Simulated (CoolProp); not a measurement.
A Linde-Hampson liquefier for carbon monoxide: isothermal reversible compression at 300 K from 1 atm to 25 MPa, throttling to 1 atm, return gas leaving the recuperator 10 K below the feed. Each further row changes one setting.

The numbers come from the reference Helmholtz-energy equation of state, Lemmon 2006 in CoolProp. It is a short technical equation, of lower accuracy than the large ones.

```tsv
case	liquid yield per pass	compression work (kJ/kg of gas)
as stated	?	491
high pressure 50 MPa	?	?
warm-end temperature 330 K	?	?
warm-end gap 15 K	?	491
```

What belongs in the gaps?


- as stated, liquid yield per pass: 0.073
- high pressure 50 MPa, liquid yield per pass: 0.080
- high pressure 50 MPa, compression work (kJ/kg of gas): 565
- warm-end temperature 330 K, liquid yield per pass: 0.050
- warm-end temperature 330 K, compression work (kJ/kg of gas): 544
- warm-end gap 15 K, liquid yield per pass: 0.062
